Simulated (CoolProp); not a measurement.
CHF3 (R23) along the isobar 112 bar: Z from the reference equation and from simpler models built on Tc = 26.1 °C, pc = 48.32 bar, ω = 0.263; each cubic takes its own stable root.

Computed with CoolProp (reference Helmholtz-energy equation of state, Penoncello 2003).

```tsv
T (°C)	phase	reference
19.55	liquid	0.3134
33.55	supercritical	0.3297
47.65	supercritical	0.3606
61.65	supercritical	0.4166
75.65	supercritical	0.4973
89.65	supercritical	0.5792
103.65	supercritical	0.6480
117.75	supercritical	0.7039
131.75	supercritical	0.7491
145.75	supercritical	0.7863
159.75	supercritical	0.8176
173.85	supercritical	0.8442
187.85	supercritical	0.8667
201.85	supercritical	0.8862
```

Q: How far does each simpler model (van der Waals, Soave-Redlich-Kwong, Peng-Robinson) lie from the reference over these 14 states: mean and median of the absolute difference, and the worst?

A: 
- van der Waals: mean 17.2 %, median 9.7 %, worst +53.3 % at 19.55 °C and 112 bar
- Soave-Redlich-Kwong: mean 12.9 %, median 10.0 %, worst +23.7 % at 47.65 °C and 112 bar
- Peng-Robinson: mean 6.0 %, median 4.2 %, worst +13.2 % at 61.65 °C and 112 bar
